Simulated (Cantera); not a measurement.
Cantera run:

```python
import numpy as np
import cantera as ct

gas_names = """
    F Mg SF4 SF6
""".split()
cond_names = """
    MgS(s)
""".split()


def load(file, names, dense=False):
    # The tables refer to 1 bar. Condensed volumes are neglected.
    table = {s.name: s for s in ct.Species.list_from_file(file)}
    out = []
    for n in names:
        d = dict(table[n].input_data)
        d["thermo"] = dict(d["thermo"], **{"reference-pressure": 1e5})
        if dense:
            d["equation-of-state"] = {"model": "constant-volume", "density": "1e6 g/cm^3"}
        out.append(ct.Species.from_dict(d))
    return out


species = {s.name: s for s in load("nasa_gas.yaml", gas_names) + load("nasa_condensed.yaml", cond_names)}
# Each term lists the table entries of one substance; the one whose range holds T is used.
reactions = {
    'MgS + 4 F(g) = Mg(g) + SF4(g)':
        [(-1, ['MgS(s)']), (-4, ['F']), (1, ['Mg']), (1, ['SF4'])],
    '3 SF4(g) + Mg(g) = 2 SF6(g) + MgS':
        [(-3, ['SF4']), (-1, ['Mg']), (2, ['SF6']), (1, ['MgS(s)'])],
}


def pick(names, T):
    return next(species[n] for n in names if species[n].thermo.min_temp <= T <= species[n].thermo.max_temp)


results = []
for label, terms in reactions.items():
    print(label)
    print("     T/K   dH/kJ  dS/(J/K)   dG/kJ   log10 K")
    for T in [375, 400, 425, 450, 475, 500]:
        used = [(nu, pick(names, T)) for nu, names in terms]
        dH = sum(nu * s.thermo.h(T) for nu, s in used) / 1e6
        dS = sum(nu * s.thermo.s(T) for nu, s in used) / 1e3
        dG = dH - T * dS / 1e3
        logK = -dG * 1e6 / (ct.gas_constant * T * np.log(10))
        results.append((label, T, dH, dS, dG, logK, [s.name for _, s in used]))
        print(f"{T:8g} {dH:8.1f} {dS:8.1f} {dG:8.1f} {logK:8.2f}")
```

It prints:

```
MgS + 4 F(g) = Mg(g) + SF4(g)
     T/K   dH/kJ  dS/(J/K)   dG/kJ   log10 K
     375   -590.6   -245.0   -498.7    69.46
     400   -591.3   -246.9   -492.5    64.32
     425   -592.0   -248.7   -486.3    59.77
     450   -592.7   -250.2   -480.1    55.73
     475   -593.3   -251.6   -473.8    52.11
     500   -593.9   -252.8   -467.5    48.84
3 SF4(g) + Mg(g) = 2 SF6(g) + MgS
     T/K   dH/kJ  dS/(J/K)   dG/kJ   log10 K
     375   -645.0   -416.4   -488.9    68.09
     400   -645.1   -416.7   -478.5    62.48
     425   -645.2   -416.8   -468.0    57.52
     450   -645.2   -416.8   -457.6    53.12
     475   -645.1   -416.7   -447.2    49.18
     500   -645.0   -416.5   -436.8    45.63
```

Source: NASA polynomial tables (part measured, part estimated), evaluated in Cantera. Condensed species are held in their standard states even where they would react or evaporate.
